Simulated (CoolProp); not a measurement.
Vapour-liquid equilibrium of CH2F2 (R32) (1) + R236EA (2) at 1.02 MPa; x and y are mole fractions of (1).

Computed with CoolProp (multi-fluid Helmholtz-energy mixture model, Tillner-Roth 1997 and Rui 2013; pair parameters Bell 2016).

| x | bubble temperature, mixture model (K) | bubble temperature, Raoult's law (K) | y, mixture model | y, Raoult's law |
|---|---|---|---|---|
| 0.05 | (withheld) | 344.5 | 0.147 | 0.246 |
| 0.2 | 331.3 | 324.2 | 0.492 | 0.631 |
| 0.35 | (withheld) | 310.7 | 0.708 | 0.801 |
| 0.5 | 305.5 | 300.8 | 0.836 | 0.889 |
| 0.65 | 296.2 | 293.2 | (withheld) | 0.941 |
| 0.8 | (withheld) | 287.0 | 0.962 | 0.973 |
| 0.95 | 282.3 | 281.9 | 0.992 | 0.994 |

Question: Some entries are withheld; supply them.

Answer: 
- 0.05, bubble temperature, mixture model (K): 347.9
- 0.35, bubble temperature, mixture model (K): 317.1
- 0.65, y, mixture model: 0.914
- 0.8, bubble temperature, mixture model (K): 288.5

The largest gap from Raoult's law is +7.1 K in bubble temperature, at x = 0.2. No azeotrope shows between x = 0.05 and 0.95.

The pair parameters rest on a limited set of measurements; away from them the model extrapolates.
